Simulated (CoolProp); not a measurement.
Toluene along the isotherm 416.6 K: fugacity coefficient from the reference equation and from simpler models built on Tc = 591.7 K, pc = 4.126 MPa, ω = 0.266; each cubic takes its own stable root.

Values from CoolProp's reference Helmholtz-energy equation of state, Lemmon 2006. It is a short technical equation, of lower accuracy than the large ones.

```csv
p (MPa),phase,reference
0.619,liquid,0.3613
1.24,liquid,0.1844
1.86,liquid,0.1257
2.48,liquid,0.09636
3.09,liquid,0.07903
3.71,liquid,0.06728
4.33,liquid,0.05893
4.95,liquid,0.05269
5.57,liquid,0.04786
6.19,liquid,0.04402
```

**Question.** How far does each simpler model (van der Waals, Redlich-Kwong, Soave-Redlich-Kwong, Peng-Robinson) lie from the reference over these 10 states: mean and median of the absolute difference, and the worst?

**Answer.** 
- van der Waals: mean 238.2 %, median 245.6 %, worst +268.5 % at 416.6 K and 6.19 MPa
- Redlich-Kwong: mean 59.4 %, median 59.5 %, worst +61.9 % at 416.6 K and 6.19 MPa
- Soave-Redlich-Kwong: mean 2.5 %, median 2.5 %, worst +3.7 % at 416.6 K and 6.19 MPa
- Peng-Robinson: mean 0.4 %, median 0.4 %, worst +0.5 % at 416.6 K and 0.619 MPa

At some of these states van der Waals gives the other phase, because its saturation line lies elsewhere.
